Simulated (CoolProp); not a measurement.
Vapour-liquid equilibrium of o-xylene (1) + n-decane (2) at 0.341 MPa; x and y are mole fractions of (1).

The numbers come from the multi-fluid Helmholtz-energy mixture model, Zhou 2012 and Lemmon 2006; pair parameters Bell 2016 in CoolProp.

| x | bubble temperature (K) | y at the bubble point | dew temperature at overall composition x (K) | liquid density (mol/L) |
|---|---|---|---|---|
| 0.05 | 500.1 | 0.079 | 500.8 | 3.957 |
| 0.125 | 497.3 | 0.190 | 499.0 | 4.111 |
| 0.2 | 494.6 | 0.294 | 497.1 | 4.274 |
| 0.275 | 491.9 | 0.389 | 495.1 | 4.445 |
| 0.35 | 489.3 | 0.478 | 493.1 | 4.625 |
| 0.425 | 486.8 | 0.559 | 490.9 | 4.815 |
| 0.5 | 484.4 | 0.634 | 488.7 | 5.016 |
| 0.575 | 482.0 | 0.703 | 486.3 | 5.230 |
| 0.65 | 479.7 | 0.766 | 483.8 | 5.457 |
| 0.725 | 477.5 | 0.824 | 481.2 | 5.698 |
| 0.8 | 475.4 | 0.877 | 478.4 | 5.956 |
| 0.875 | 473.4 | 0.926 | 475.5 | 6.232 |
| 0.95 | 471.4 | 0.972 | 472.3 | 6.527 |

No azeotrope shows between x = 0.05 and 0.95.

Pair parameters are fitted to limited data, so mixtures are less certain than the pure fluids.
